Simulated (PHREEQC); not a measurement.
Solution (10 °C): 0.0011 mol NH4HF2, 0.13 mol (NH4)2SiF6 and 4.2e-05 mol H3AsO4 per kg of water. Closed to the air; pH follows from the charge balance.

Computed with PHREEQC (ion-association model, wateq4f.dat).

The pH comes out as 3.11, the ionic strength is 0.392 mol/kgw and the activity of water is 0.993. The total alkalinity is -521 meq/kg.

```tsv
species	molality	activity	log γ
NH4+	0.261	0.192	-0.133
SiF6-2	0.130	0.0313	-0.617
F-	0.00274	0.00180	-0.182
HF	0.00148	0.00162	0.039
H+	0.00100	0.000778	-0.110
H4SiO4	0.000344	0.000377	0.039
H2AsO4-	3.85e-5	2.84e-5	-0.133
HF2-	1.47e-5	9.67e-6	-0.182
H2F2	1.05e-5	1.15e-5	0.039
```

No solid was allowed to form. Examples of supersaturated solids here: Quartz (slow to form), Chalcedony (slow to form). Others may be too. Complexes and solids missing from the database can't appear. Constants without temperature data keep their 25 °C values here. SiF6-2 is the database's only silicon fluoride.
